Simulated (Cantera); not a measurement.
# N2O furnace oxynitridation

An isothermal, constant-pressure homogeneous reactor starts with N2O : H2O = 1 : 0.011 (molar parts), at 1323 K and 13.5 Torr.

Model: GRI-Mech 3.0 (53 species, 325 reactions), integrated in Cantera. GRI-Mech 3.0 was tuned for natural gas; its chemistry of N2O as a main component is partial and can be far from experiment. Radical loss at walls, strong at low pressure, is not modelled. The mechanism lacks the step 2 NO + O2 → 2 NO2, which can matter for NO2 below about 1400 K. The temperature is held fixed by assumption; the heat of reaction is taken as removed at once.

```tsv
t (s)	x N2O	x H2O	x H2O2	x O2	x NO	x N2	x H
0.000100	0.989	0.0109	<1e-12	7.69e-7	2.92e-7	5.55e-6	2.41e-12
0.000562	0.989	0.0109	<1e-12	1.41e-5	5.36e-6	4.10e-5	1.71e-10
0.00316	0.989	0.0109	2.74e-10	0.000116	4.41e-5	0.000268	1.53e-9
0.0178	0.987	0.0109	4.29e-8	0.000698	0.000258	0.00156	6.68e-9
0.100	0.975	0.0108	2.34e-8	0.00399	0.00136	0.00883	1.05e-8
0.562	0.913	0.0106	3.88e-9	0.0217	0.00727	0.0475	1.16e-8
3.16	0.645	0.00961	5.61e-10	0.0982	0.0331	0.214	1.48e-8
17.8	0.130	0.00774	2.59e-10	0.246	0.0825	0.534	2.65e-8
100	0.000307	0.00728	4.43e-11	0.284	0.0936	0.615	2.16e-9
```
x: mole fraction; the columns are a selection and need not sum to one.

Equilibrium at this temperature and pressure: N2O 4.27e-9, H2O 0.00727, H2O2 3.66e-11, O2 0.331, NO 0.000530, N2 0.662, H 1.32e-9 (gas phase only).
